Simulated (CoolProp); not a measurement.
Cyclopentane at several states: Z from the reference equation and from simpler models built on Tc = 238.6 °C, pc = 4.583 MPa, ω = 0.202; each cubic takes its own stable root.

Values from CoolProp's reference Helmholtz-energy equation of state, Gedanitz 2015.

```csv
T (°C),p (MPa),phase,reference
7.25,1.07,liquid,0.04243
234.95,0.138,gas,0.9890
224.25,1.07,gas,0.9033
```

### Question
How far does each simpler model (van der Waals, Redlich-Kwong) lie from the reference over these 3 states: mean and median of the absolute difference, and the worst?

### Answer
- van der Waals: mean 19.7 %, median 1.9 %, worst +57.0 % at 7.25 °C and 1.07 MPa
- Redlich-Kwong: mean 2.3 %, median 0.5 %, worst +6.2 % at 7.25 °C and 1.07 MPa
